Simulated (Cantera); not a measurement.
A closed system holds: 1 mol toluene, 0.1 mol CO2, 20 mol H2, held at 0.0133 bar.

These are equilibrium values from Cantera (NASA tables, ideal gas, pure condensed phases), not measurements of a reactor. Candidate condensed phases: C, C6H6, C7H8, C8H18, H2O; 110 gas species. The numbers say what is thermodynamically allowed, not how fast it happens.

x: gas mole fraction; n: condensed amount in mol.

```json
[
 {"T (°C)": "302", "x H2": "0.568", "x H": "<1e-12", "x CH4": "0.420", "x C3": "<1e-12", "x C2H2 (acetylene)": "<1e-12", "x H2O": "0.0118", "n C(graphite)": "[?]"},
 {"T (°C)": "502", "x H2": "0.966", "x H": "8.44e-12", "x CH4": "0.0255", "x C3": "<1e-12", "x C2H2 (acetylene)": "<1e-12", "x H2O": "0.00306", "n C(graphite)": "6.38"},
 {"T (°C)": "702", "x H2": "0.990", "x H": "9.86e-9", "x CH4": "0.00164", "x C3": "<1e-12", "x C2H2 (acetylene)": "5.64e-10", "x H2O": "6.51e-5", "n C(graphite)": "6.86"},
 {"T (°C)": "902", "x H2": "0.991", "x H": "1.06e-6", "x CH4": "0.000251", "x C3": "<1e-12", "x C2H2 (acetylene)": "6.31e-8", "x H2O": "3.79e-6", "n C(graphite)": "6.89"},
 {"T (°C)": "1102", "x H2": "0.992", "x H": "2.96e-5", "x CH4": "6.53e-5", "x C3": "<1e-12", "x C2H2 (acetylene)": "1.76e-6", "x H2O": "5.03e-7", "n C(graphite)": "6.90"},
 {"T (°C)": "1302", "x H2": "0.991", "x H": "0.000358", "x CH4": "2.38e-5", "x C3": "<1e-12", "x C2H2 (acetylene)": "2.09e-5", "x H2O": "1.12e-7", "n C(graphite)": "6.90"},
 {"T (°C)": "1502", "x H2": "0.989", "x H": "0.00249", "x CH4": "1.09e-5", "x C3": "3.96e-12", "x C2H2 (acetylene)": "0.000141", "x H2O": "3.52e-8", "n C(graphite)": "6.89"},
 {"T (°C)": "1702", "x H2": "0.979", "x H": "0.0117", "x CH4": "5.81e-6", "x C3": "1.11e-9", "x C2H2 (acetylene)": "0.000636", "x H2O": "1.39e-8", "n C(graphite)": "6.87"},
 {"T (°C)": "1902", "x H2": "0.949", "x H": "0.0412", "x CH4": "3.33e-6", "x C3": "1.09e-7", "x C2H2 (acetylene)": "0.00212", "x H2O": "6.34e-9", "n C(graphite)": "6.79"},
 {"T (°C)": "2102", "x H2": "0.873", "x H": "0.114", "x CH4": "1.89e-6", "x C3": "4.80e-6", "x C2H2 (acetylene)": "0.00542", "x H2O": "3.06e-9", "n C(graphite)": "6.62"},
 {"T (°C)": "2302", "x H2": "0.726", "x H": "0.256", "x CH4": "9.38e-7", "x C3": "0.000116", "x C2H2 (acetylene)": "0.0107", "x H2O": "1.42e-9", "n C(graphite)": "6.27"},
 {"T (°C)": "2502", "x H2": "0.510", "x H": "0.463", "x CH4": "3.51e-7", "x C3": "0.00174", "x C2H2 (acetylene)": "0.0157", "x H2O": "5.69e-10", "n C(graphite)": "[?]"},
 {"T (°C)": "2702", "x H2": "0.279", "x H": "0.669", "x CH4": "8.34e-8", "x C3": "0.0179", "x C2H2 (acetylene)": "0.0162", "x H2O": "1.80e-10", "n C(graphite)": "[?]"}
]
```

### Question
What belongs in the gaps?

### Answer

- 302, n C(graphite): 0
- 2502, n C(graphite): 5.58
- 2702, n C(graphite): 2.77
